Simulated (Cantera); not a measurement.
A perfectly stirred reactor is fed with H2 : O2 : N2 = 1 : 0.641 : 2.41 (molar parts), at 0.250 bar; it is adiabatic with a 350 K inlet, and is followed from long to short residence time, starting on the burning branch (τ in s: 0.095, 0.035, 0.013, 0.0048, 0.0018, 0.00066, 0.00025, 9.1e-05, 3.4e-05, 1.2e-05).

Computed with Cantera and the H2/O2 subset of GRI-Mech 3.0, which has no nitrogen chemistry.

**Question.** What does this change do: inlet temperature 350 to 798 K?

**Answer.** 
| quantity | before | after |
|---|---|---|
| blow-out, bracketed by the residence times tried | burning at 0.250 ms, out at 91.0 µs | burning at 91.0 µs, out at 34.0 µs |
| x(H2) at τ = 95.0 ms | 0.00493 | 0.0110 |
| x(O2) at τ = 95.0 ms | 0.0392 | 0.0394 |
| x(HO2) at τ = 95.0 ms | 1.79e-6 | 3.41e-6 |
| x(H2O2) at τ = 95.0 ms | 7.99e-8 | 1.33e-7 |
| x(O) at τ = 95.0 ms | 0.00166 | 0.00406 |
| x(H2) at τ = 0.660 ms | 0.0286 | 0.0334 |
| x(O2) at τ = 0.660 ms | 0.0523 | 0.0517 |
| x(HO2) at τ = 0.660 ms | 1.02e-5 | 6.89e-6 |
| x(H2O2) at τ = 0.660 ms | 1.00e-6 | 4.11e-7 |
| x(O) at τ = 0.660 ms | 0.0129 | 0.0182 |

**Question.** What does this change do: inlet temperature 350 to 725 K?

**Answer.** 
```
quantity                                                                       before                               after
------------------------------------------------  -----------------------------------  ----------------------------------
blow-out, bracketed by the residence times tried  burning at 0.250 ms, out at 91.0 µs  burning at 91.0 µs, out at 34.0 µs
x(H2) at τ = 95.0 ms                                                          0.00493                             0.00960
x(O2) at τ = 95.0 ms                                                           0.0392                              0.0393
x(HO2) at τ = 95.0 ms                                                         1.79e-6                             3.09e-6
x(H2O2) at τ = 95.0 ms                                                        7.99e-8                             1.22e-7
x(O) at τ = 95.0 ms                                                           0.00166                             0.00348
x(H2) at τ = 0.660 ms                                                          0.0286                              0.0326
x(O2) at τ = 0.660 ms                                                          0.0523                              0.0518
x(HO2) at τ = 0.660 ms                                                        1.02e-5                             7.35e-6
x(H2O2) at τ = 0.660 ms                                                       1.00e-6                             4.75e-7
x(O) at τ = 0.660 ms                                                           0.0129                              0.0173
```

**Question.** What does this change do: inlet temperature 350 to 475 K?

**Answer.** 
```
quantity                                                                       before                               after
------------------------------------------------  -----------------------------------  ----------------------------------
blow-out, bracketed by the residence times tried  burning at 0.250 ms, out at 91.0 µs  burning at 91.0 µs, out at 34.0 µs
x(H2) at τ = 95.0 ms                                                          0.00493                             0.00602
x(O2) at τ = 95.0 ms                                                           0.0392                              0.0391
x(HO2) at τ = 95.0 ms                                                         1.79e-6                             2.12e-6
x(H2O2) at τ = 95.0 ms                                                        7.99e-8                             8.97e-8
x(O) at τ = 95.0 ms                                                           0.00166                             0.00207
x(H2) at τ = 0.660 ms                                                          0.0286                              0.0298
x(O2) at τ = 0.660 ms                                                          0.0523                              0.0522
x(HO2) at τ = 0.660 ms                                                        1.02e-5                             9.13e-6
x(H2O2) at τ = 0.660 ms                                                       1.00e-6                             7.84e-7
x(O) at τ = 0.660 ms                                                           0.0129                              0.0144
```
